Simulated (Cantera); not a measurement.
A perfectly stirred reactor is fed with CH₂O : O₂ : N₂ = 0.012 : 0.0061 : 1 (molar parts), at 1280 Torr; it is held at 1500 K, and followed from long to short residence time.

Model: GRI-Mech 3.0 (53 species, 325 reactions), integrated in Cantera.

Q: Predict: x(CH₂O) at τ = 19.0 s; x(O₂) at τ = 19.0 s; x(CO) at τ = 19.0 s; x(CO₂) at τ = 19.0 s; x(CH₂O) at τ = 78.0 ms; x(O₂) at τ = 78.0 ms; x(CO) at τ = 78.0 ms; x(CO₂) at τ = 78.0 ms.

A: 
```json
{
  "x(CH₂O) at τ = 19.0 s": "5.10e-8",
  "x(O₂) at τ = 19.0 s": "1.00e-6",
  "x(CO) at τ = 19.0 s": "0.00713",
  "x(CO₂) at τ = 19.0 s": "0.00459",
  "x(CH₂O) at τ = 78.0 ms": "9.00e-7",
  "x(O₂) at τ = 78.0 ms": "1.98e-5",
  "x(CO) at τ = 78.0 ms": "0.00716",
  "x(CO₂) at τ = 78.0 ms": "0.00456"
}
```
